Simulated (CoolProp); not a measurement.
n-pentane at 293.15 K and 0.028 MPa flows at 0.47 m/s in a round tube of 1 mm bore and 1.5 µm roughness, fully developed (64/Re and Nu = 3.66 if laminar; Colebrook and Gnielinski if turbulent). Each further row changes one setting.

The numbers come from the reference Helmholtz-energy equation of state, Thol 2019 in CoolProp.

```tsv
case	Reynolds number	Darcy friction factor	pressure drop (Pa/m)	heat-transfer coefficient (W/(m² K))	mass flow (kg/h)
as stated	?	?	?	51.1	?
velocity 0.94 m/s	119	0.536	?	51.1	0.00223
diameter 2 mm	119	0.536	?	?	?
```

**Question.** Fill in the missing entries.

**Answer.** 
- as stated, Reynolds number: 59.7
- as stated, Darcy friction factor: 1.07
- as stated, pressure drop (Pa/m): 99.6
- as stated, mass flow (kg/h): 0.00112
- velocity 0.94 m/s, pressure drop (Pa/m): 199
- diameter 2 mm, pressure drop (Pa/m): 24.9
- diameter 2 mm, heat-transfer coefficient (W/(m² K)): 25.6
- diameter 2 mm, mass flow (kg/h): 0.00447

Viscosity comes from a separate model (Quiñones-Cisneros 2006), older than the equation that it now runs on, and unchecked against measurements. Thermal conductivity comes from a separate model (Vassiliou 2015).
